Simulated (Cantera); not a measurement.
Cantera run:

```python
import numpy as np
import cantera as ct

gas_names = [...]  # 151 gases of nasa_gas.yaml made of C, H, N, O, Si
cond_names = """
    C(gr) C6H6(L) C7H8(L) C8H18(L),n-octa H2O(s) H2O(L) Si(cr) Si(L) SiC(b) SiO2(Lqz) SiO2(hqz) SiO2(L)
    Si2N2O(s) Si3N4(a)
""".split()


# ... load() reads the species with a 1 bar reference pressure and builds the phases ...
atoms = {
    'Si3N4': {'Si': 3, 'N': 4},
    'CO2': {'C': 1, 'O': 2},
    'H2': {'H': 2},
}
top_T = {'C(gr)': 4500, 'SiC(b)': 3050, 'Si2N2O(s)': 2100, 'Si3N4(a)': 2400}  # K; cautious upper limits of use, not melting points


# ... equilibrate(T, P, feed) seeds the gas with the atoms and calls Mixture.equilibrate('TP', solver="vcs", rtol=1e-11, max_steps=5000) ...
results = []
feed = {'Si3N4': 1, 'CO2': 0.011, 'H2': 250}  # mol
P = 300  # Pa
for T in [900, 1000, 1100, 1200, 1300, 1400, 1500, 1600, 1700, 1800, 1900, 2000, 2100, 2200]:
    mix = equilibrate(T, P, feed)
    results.append((T, P, feed, dict(zip(mix.species_names, mix.species_moles))))

top = {s: max(r[3][s] / sum(r[3][g] for g in gas_names) for r in results) for s in gas_names}
cols = sorted((s for s in top if top[s] > 0.001), key=lambda s: -top[s])[:6]
seen = [c for c in cond_names if any(r[3].get(c, 0) > 1e-12 for r in results)]
print("log10 of partial pressures in bar; condensed amounts in mol")
print(f"{'T/K':>10s}" + "".join(f"{s[:9]:>10s}" for s in cols + seen))
for T, P, feed, n in results:
    ng = sum(n[g] for g in gas_names)
    print(f"{T:10.4g}" + "".join(f"{np.log10(max(n[s] / ng * P / 1e5, 1e-99)):10.3f}" for s in cols)
          + "".join(f"{n.get(c, 0):10.4g}" for c in seen))
```

It prints:

```
log10 of partial pressures in bar; condensed amounts in mol
       T/K        H2         H        Si        N2    Si(cr)     Si(L)    SiC(b) Si2N2O(s)  Si3N4(a)
       900    -2.523   -11.194   -22.284    -7.056         0         0         0     0.022    0.9853
      1000    -2.523    -9.906   -18.278    -6.996         0         0  0.001608     0.022    0.9848
      1100    -2.523    -8.849   -15.125    -6.769         0         0   0.01026     0.022    0.9819
      1200    -2.523    -7.966   -12.384    -6.756         0         0   0.01093     0.022    0.9817
      1300    -2.523    -7.218   -10.364    -6.303   0.04009         0   0.01098   0.02174    0.9684
      1400    -2.524    -6.575    -9.085    -5.241    0.6937         0   0.01086   0.01658    0.7523
      1500    -2.527    -6.018    -7.978    -4.623     2.967         0   0.01023         0         0
      1600    -2.527    -5.528    -7.011    -4.624     2.958         0   0.00966         0         0
      1700    -2.528    -5.095    -6.168    -4.624         0     2.903  0.008262         0         0
      1800    -2.530    -4.711    -5.498    -4.626         0     2.673  0.002579         0         0
      1900    -2.535    -4.368    -4.899    -4.629         0       1.8         0         0         0
      2000    -2.544    -4.061    -4.491    -4.636         0         0         0         0         0
      2100    -2.556    -3.785    -4.485    -4.641         0         0         0         0         0
      2200    -2.576    -3.537    -4.489    -4.651         0         0         0         0         0
```

Method: chemical equilibrium by Gibbs-energy minimisation in Cantera with the NASA 1993 tables (ideal gas, pure condensed phases). Mutual solubility and eutectic melting of coexisting phases are not modelled. The tables' values for SiN are old estimates; treat these amounts as uncertain. Gases not in the tables: Si2H6 and higher silanes.
